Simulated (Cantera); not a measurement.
A Cantera script and its output.

```python
import numpy as np
import cantera as ct

gas = ct.Solution("gri30.yaml")
gas.TPX = 1723, 1800000, {'C3H8': 0.41, 'O2': 2.17, 'N2': 6.96, 'CO2': 1}
reactor = ct.IdealGasConstPressureReactor(gas, energy="on", clone=False)
net = ct.ReactorNet([reactor])
net.rtol, net.atol = 1e-08, 1e-16
show = ['C3H8', 'O2', 'CO2', 'CO', 'CH3', 'H2O2']
times = np.geomspace(2e-06, 0.3, 11)

steps = ct.SolutionArray(gas, extra=["t"])
rows = []
print(f"{'t/s':>10s}{'T/K':>9s}{'P/Pa':>11s}" + "".join(f"{s:>11s}" for s in show))
for t in times:
    while net.time < t:
        t_next = net.step()
        steps.append(gas.state, t=t_next)
    rows.append([np.interp(t, steps.t, y) for y in (steps.T, steps.P, *steps(*show).X.T)])
    print(f"{t:10.3e}{rows[-1][0]:9.1f}{rows[-1][1]:11.4g}" + "".join(f"{x:11.3e}" for x in rows[-1][2:]))
rate = np.gradient(steps.T, steps.t)
print("integrator steps:", len(steps.t))
if steps.T.max() > steps.T[0] + 200:
    print(f"time of steepest temperature rise: {steps.t[rate.argmax()]:.4e} s")
gas.TPX = 1723, 1800000, {'C3H8': 0.41, 'O2': 2.17, 'N2': 6.96, 'CO2': 1}
gas.equilibrate("HP")
print(f"equilibrium (HP): T = {gas.T:.1f} K  " + "  ".join(f"{s} {gas[s].X[0]:.3e}" for s in show))
```

Result:

```
       t/s      T/K       P/Pa       C3H8         O2        CO2         CO        CH3       H2O2
 2.000e-06   1915.2    1.8e+06  2.031e-03  1.529e-01  9.007e-02  2.636e-02  2.442e-03  5.764e-05
 6.586e-06   2944.2    1.8e+06  2.473e-39  3.600e-02  1.385e-01  5.682e-02  1.518e-13  1.590e-06
 2.169e-05   2967.7    1.8e+06  2.242e-39  3.369e-02  1.417e-01  5.399e-02  1.513e-13  1.636e-06
 7.143e-05   2959.8    1.8e+06  2.516e-39  3.148e-02  1.416e-01  5.415e-02  1.542e-13  1.566e-06
 2.352e-04   2950.5    1.8e+06  2.884e-39  2.900e-02  1.415e-01  5.437e-02  1.576e-13  1.485e-06
 7.746e-04   2949.0    1.8e+06  2.949e-39  2.861e-02  1.414e-01  5.441e-02  1.581e-13  1.472e-06
 2.551e-03   2949.0    1.8e+06  2.949e-39  2.861e-02  1.414e-01  5.441e-02  1.581e-13  1.472e-06
 8.400e-03   2949.0    1.8e+06  2.949e-39  2.861e-02  1.414e-01  5.441e-02  1.581e-13  1.472e-06
 2.766e-02   2949.0    1.8e+06  2.949e-39  2.861e-02  1.414e-01  5.441e-02  1.581e-13  1.472e-06
 9.110e-02   2949.0    1.8e+06  2.949e-39  2.861e-02  1.414e-01  5.441e-02  1.581e-13  1.472e-06
 3.000e-01   2949.0    1.8e+06  2.949e-39  2.861e-02  1.414e-01  5.441e-02  1.581e-13  1.472e-06
integrator steps: 1709
time of steepest temperature rise: 2.3680e-06 s
equilibrium (HP): T = 2949.0 K  C3H8 4.926e-39  O2 2.861e-02  CO2 1.414e-01  CO 5.441e-02  CH3 2.050e-13  H2O2 1.472e-06
```

Computed with Cantera and GRI-Mech 3.0 (53 species, 325 reactions). GRI-Mech 3.0 was tuned for natural gas; its chemistry of propane as a main component is partial and can be far from experiment. The pressure lies above the range GRI-Mech 3.0 was tuned for (to about 10 atm).
